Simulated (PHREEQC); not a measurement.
# Copper plating or etch bath: speciation

Make-up at 20 °C: 0.1 mol/kgw Cu(BF4)2, 0.073 mol/kgw HNO3 and 0.11 mol/kgw H3BO3. Closed to the air; pH follows from the charge balance.

Model: ion-association model, wateq4f.dat, run in PHREEQC.

Precipitation was switched off in this run.

### Question
Estimate the pH.

### Answer
pH 1.23.

### Question
In which forms is F present?

### Answer
BF4- 95 %, BF3OH- 4.2 %, HF 0.6 %, BF2(OH)2- 0.6 % of the F.

Complexes and solids missing from the database can't appear. Real BF4- forms and hydrolyses slowly; the run takes it at equilibrium.
